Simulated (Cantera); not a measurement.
Charge: 1 mol Fe₂O₃, 0.35 mol C, 0.34 mol N₂, held at 1477 °C and 900 Torr.

These are equilibrium values from Cantera (NASA tables, ideal gas, pure condensed phases), not measurements of a reactor. Candidate condensed phases: C, Fe, Fe(CO)₅, FeO, Fe₂O₃, Fe₃O₄; 27 gas species. Mutual solubility and eutectic melting of coexisting phases are not modelled. The tables' stoichiometric FeO is somewhat more stable than real wüstite, so its field is too wide. FeO: taken at fixed stoichiometry. Rates play no part.

Base state: N₂ 0.493, CO₂ 0.490, CO 0.0169, NO 1.92e-5, O₂ 1.02e-5 (mole fractions); condensed: FeO(l) + Fe₃O₄(s).

What changes in the equilibrium state with this change: temperature from 1477 °C to 1025 °C?


```tsv
species	before	after
N₂	0.493	0.493
CO₂	0.490	0.482
CO	0.0169	0.0256
NO	1.92e-5	1.71e-9
O₂	1.02e-5	<1e-9
FeO(l), mol	1.07	0
Fe₃O₄(s), mol	0.312	0.318
FeO(s), mol	0	1.05
```
